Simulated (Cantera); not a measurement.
## Si(CH3)4 + HCl + H2 + C2H4 (silicon carbide growth)

A closed system holds: 1 mol Si(CH3)4, 1.7 mol HCl, 1500 mol H2, 1.1 mol C2H4, equilibrated at 1.00 bar.

Cantera equilibrium calculation (NASA polynomials, part measured and part estimated; ideal gas, pure solids and liquids). Candidate condensed phases: C, C6H6, C7H8, C8H18, Si, SiC; 109 gas species. Gases not in the tables: Si2H6 and higher silanes. Kinetics and transport are ignored.

```
T (K)  log p H2  log p H  log p CH4  log p C2H2 (acetylene)  log p HCl  log p Si  log p SiH2  log p SiH  n SiC(s)  n C(graphite)
-----  --------  -------  ---------  ----------------------  ---------  --------  ----------  ---------  --------  -------------
1348       0.00    -5.64      -2.46                   -6.37      -2.95    -11.93       -8.97     -11.12     1.000              0
1548       0.00    -4.51      -2.69                   -4.81      -2.95     -9.56       -7.62      -9.13     1.000           2.07
1748       0.00    -3.64      -3.04                   -3.95      -2.95     -7.56       -6.41      -7.44     0.999           3.46
1948       0.00    -2.95      -3.31                   -3.27      -2.95     -5.98       -5.45      -6.10     0.991           2.82
2148       0.00    -2.38      -3.57                   -2.80      -2.95     -4.66       -4.64      -4.97     0.909              0
2348      -0.01    -1.91      -3.95                   -2.71      -2.96     -3.48       -3.88      -3.95         0              0
2548      -0.02    -1.52      -4.30                   -2.71      -2.97     -3.36       -4.12      -3.98         0              0
```
log p: log10 of the partial pressure in bar; n: condensed amount in mol.

At 1348 K the condensed part is SiC(s). From 1548 K to 1948 K the condensed part is C(graphite) + SiC(s). At 2148 K the condensed part is SiC(s). From 2348 K to 2548 K nothing is condensed. The main Si-bearing gas is SiCl2 at 1348 K and Si at 2548 K.
